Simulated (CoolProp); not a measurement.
Properties of diethyl ether at several states (Tc = 194.7 °C, pc = 3.717 MPa, ω = 0.282).

Values from CoolProp's reference Helmholtz-energy equation of state, Thol 2014.

| T (°C) | p (MPa) | phase | density (kg/m³) | cp (kJ/(kg K)) | expansivity (1/kK) |
|---|---|---|---|---|---|
| 255.15 | 10.5 | supercritical | 372.7 | 3.362 | 6.293 |
| 150.95 | 0.041 | gas | 0.8664 | 2.031 | 2.402 |
| 19.45 | 0.0902 | liquid | 714.2 | 2.315 | 1.597 |
